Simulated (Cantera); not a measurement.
# Adiabatic ignition

An adiabatic, constant-volume homogeneous reactor starts with 12.1 % CO, 1.69 % H₂, 18.1 % O₂, 68.1 % N₂, at 1075 K and 12000 Torr.

Cantera simulation using GRI-Mech 3.0 (53 species, 325 reactions); the numbers are that mechanism's predictions, not measurements. The hydrogen kinetics of GRI-Mech 3.0 are dated; newer H2 mechanisms differ, most at raised pressure. The pressure lies above the range GRI-Mech 3.0 was tuned for (to about 10 atm).

| t (s) | T (K) | P (bar) | x CO | x H₂ | x O₂ | x NO | x OH | x H₂O₂ |
|---|---|---|---|---|---|---|---|---|
| 2.00e-6 | 1075 | 16.0 | 0.121 | 0.0169 | 0.181 | <1e-12 | 2.26e-10 | 1.86e-12 |
| 4.55e-6 | 1075 | 16.0 | 0.121 | 0.0169 | 0.181 | <1e-12 | 3.37e-10 | 1.48e-11 |
| 1.04e-5 | 1075 | 16.0 | 0.121 | 0.0169 | 0.181 | <1e-12 | 5.19e-10 | 1.01e-10 |
| 2.36e-5 | 1075 | 16.0 | 0.121 | 0.0169 | 0.181 | <1e-12 | 9.71e-10 | 6.25e-10 |
| 5.37e-5 | 1075 | 16.0 | 0.121 | 0.0169 | 0.181 | <1e-12 | 2.30e-9 | 4.01e-9 |
| 0.000122 | 1075 | 16.0 | 0.121 | 0.0169 | 0.181 | <1e-12 | 7.66e-9 | 3.46e-8 |
| 0.000278 | 1076 | 16.0 | 0.121 | 0.0169 | 0.181 | <1e-12 | 4.56e-8 | 8.62e-7 |
| 0.000632 | 1086 | 16.2 | 0.120 | 0.0166 | 0.181 | <1e-12 | 2.77e-7 | 3.18e-5 |
| 0.00144 | 2379 | 33.0 | 0.00122 | 2.82e-5 | 0.120 | 0.000397 | 0.00147 | 1.86e-7 |
| 0.00328 | 2372 | 32.9 | 0.00118 | 2.73e-5 | 0.119 | 0.00316 | 0.00144 | 1.81e-7 |
| 0.00746 | 2361 | 32.8 | 0.00111 | 2.61e-5 | 0.117 | 0.00733 | 0.00138 | 1.75e-7 |
| 0.0170 | 2351 | 32.6 | 0.00106 | 2.51e-5 | 0.115 | 0.0110 | 0.00133 | 1.70e-7 |
| 0.0386 | 2348 | 32.6 | 0.00105 | 2.47e-5 | 0.114 | 0.0122 | 0.00131 | 1.68e-7 |
| 0.0879 | 2348 | 32.6 | 0.00105 | 2.47e-5 | 0.114 | 0.0123 | 0.00131 | 1.68e-7 |
| 0.200 | 2348 | 32.6 | 0.00105 | 2.47e-5 | 0.114 | 0.0123 | 0.00131 | 1.68e-7 |
x: mole fraction; the columns are a selection and need not sum to one.

```
Property                                                            Result
---------------------------------  ---------------------------------------
time of steepest temperature rise                                  1.24 ms
temperature at 0.200 s                                              2348 K
equilibrium temperature                                             2348 K
x(CO) at 0.200 s                   0.00105 (gas-phase equilibrium 0.00105)
x(H₂) at 0.200 s                   2.47e-5 (gas-phase equilibrium 2.47e-5)
x(O₂) at 0.200 s                       0.114 (gas-phase equilibrium 0.114)
```
